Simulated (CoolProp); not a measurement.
Properties of nitrous oxide along the isotherm 38.45 °C (Tc = 36.4 °C, pc = 72.45 bar, ω = 0.161).

Model: reference Helmholtz-energy equation of state, Lemmon 2006, in CoolProp. It is a short technical equation, of lower accuracy than the large ones.

```csv
p (bar),phase,Z,cp (kJ/(kg K)),cv (kJ/(kg K)),speed of sound (m/s)
10.9,gas,0.9473,0.9587,0.7203,[?]
21.7,gas,0.8910,1.052,0.7435,[?]
32.6,gas,0.8287,1.188,0.7730,[?]
43.5,gas,0.7582,1.407,0.8115,235.2
54.3,gas,0.6756,1.818,0.8646,222.8
65.2,gas,0.5654,2.983,0.9497,207.1
76.1,supercritical,0.2652,41.17,1.114,193.4
86.9,supercritical,0.2212,4.630,0.9642,302.0
97.8,supercritical,0.2342,3.425,0.9399,351.1
109,supercritical,0.2512,2.944,0.9279,387.2
```

### Question
Some entries are withheld; supply them.

### Answer

- 10.9, speed of sound (m/s): 264.9
- 21.7, speed of sound (m/s): 256.0
- 32.6, speed of sound (m/s): 246.2

The peak of cp marks the crossing from liquid-like to gas-like fluid above the critical point.
